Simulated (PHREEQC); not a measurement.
**Geothermal or formation water (model solution)**

Synthetic water in mg/kgw, 80 °C, pH 7.77, pe 11.6:

```json
[
 {"constituent": "Na", "mg/kgw": "2800"},
 {"constituent": "K", "mg/kgw": "1.42"},
 {"constituent": "Ca", "mg/kgw": "6.8"},
 {"constituent": "Mg", "mg/kgw": "984"},
 {"constituent": "Cl", "mg/kgw": "4890"},
 {"constituent": "S(6) as SO4", "mg/kgw": "2640"},
 {"constituent": "Alkalinity as HCO3", "mg/kgw": "334"},
 {"constituent": "Si as SiO2", "mg/kgw": "39.9"},
 {"constituent": "N(5) as NO3", "mg/kgw": "21"},
 {"constituent": "O(0) (dissolved oxygen)", "mg/kgw": "8.32"}
]
```

Cl is adjusted to close the charge balance.
Valence states are taken as typed.

Equilibrium calculation in PHREEQC: ion-association model, phreeqc.dat.

No solid was allowed to form.

Problem. Predict the ionic strength, specific conductance.

Solution. ionic strength 0.205 mol/kgw; specific conductance 39300 µS/cm.

Problem. In which forms is Ca present?

Solution. Ca+2 82 %, CaSO4 15 %, CaCO3 2.1 %, CaHCO3+ 1.5 % of the Ca.

Examples of supersaturated solids here: Quartz (slow to form). Others may be too. Away from 25 °C the constants follow the database's enthalpies or fits; those with neither stay at their 25 °C values.
